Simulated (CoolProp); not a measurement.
The numbers come from the reference Helmholtz-energy equation of state, McLinden 2015 in CoolProp.

Question: Give the vapour pressure (bar), liquid density (kg/m³), vapour density (kg/m³), enthalpy of vaporisation (kJ/kg) of saturated the fluoroketone C6F12O (FK-5-1-12) at -24.45, 8.75, 97.25 °C.

Answer: 
| T (°C) | p (bar) | liquid density (kg/m³) | vapour density (kg/m³) | enthalpy of vaporisation (kJ/kg) |
|---|---|---|---|---|
| -24.45 | 0.0293 | 1740 | 0.450 | 108 |
| 8.75 | 0.194 | 1650 | 2.67 | 99.3 |
| 97.25 | 4.18 | 1350 | 52.0 | 71.5 |
